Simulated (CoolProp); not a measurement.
Vapour-liquid equilibrium of CH2F2 (R32) (1) + fluoroethane (R161) (2) at 45.1 kPa; x and y are mole fractions of (1).

Computed with CoolProp (multi-fluid Helmholtz-energy mixture model, Tillner-Roth 1997 and Wu 2012; pair parameters Bell 2016).

```csv
x,"bubble temperature, mixture model (K)","bubble temperature, Raoult's law (K)","y, mixture model","y, Raoult's law"
0.05,218.0,218.5,0.118,0.096
0.15,215.7,216.8,0.296,0.263
0.25,214.0,215.2,0.428,0.404
0.35,212.6,213.8,0.534,0.523
0.45,211.4,212.5,0.623,0.626
0.55,210.4,211.3,0.702,0.714
0.65,209.5,210.2,0.774,0.792
0.75,208.6,209.2,0.842,0.861
0.85,207.9,208.2,0.907,0.921
0.95,207.2,207.3,0.969,0.975
```

The largest gap from Raoult's law is -1.2 K in bubble temperature, at x = 0.35. No azeotrope shows between x = 0.05 and 0.95.

The pair parameters rest on a limited set of measurements; away from them the model extrapolates.
